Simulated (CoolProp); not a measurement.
Saturated liquid density (kg/m³) of trans-2-butene: the reference equation beside estimates from Tc = 428.6 K, pc = 4.019 MPa, ω = 0.210.

Computed with CoolProp (reference Helmholtz-energy equation of state, Lemmon 2005). It is a short technical equation, of lower accuracy than the large ones.

```tsv
T (K)	reference	van der Waals	Redlich-Kwong	Peng-Robinson
266.2	635.1	___	564.3	653.5
270.5	630.4	381.6	559.5	___
274.7	625.7	___	554.7	___
278.9	621.0	376.0	549.8	638.9
283.2	616.1	373.1	544.7	___
287.4	___	370.2	539.6	628.5
291.6	606.3	367.3	534.4	623.2
295.8	601.4	364.2	529.1	617.7
300.1	596.2	361.1	523.5	611.9
304.3	591.1	___	518.0	606.1
308.5	585.9	354.8	512.3	600.1
312.7	580.7	351.6	___	594.0
```

Complete the blanks.


- 266.2, van der Waals: 384.4
- 270.5, Peng-Robinson: 648.7
- 274.7, van der Waals: 378.8
- 274.7, Peng-Robinson: 643.9
- 283.2, Peng-Robinson: 633.7
- 287.4, reference: 611.2
- 304.3, van der Waals: 358.0
- 312.7, Redlich-Kwong: 506.6

Absolute difference from the reference over all 12 rows, mean and median: van der Waals 39.4 and 39.4 %, Redlich-Kwong 11.9 and 11.8 %, Peng-Robinson 2.7 and 2.8 %.
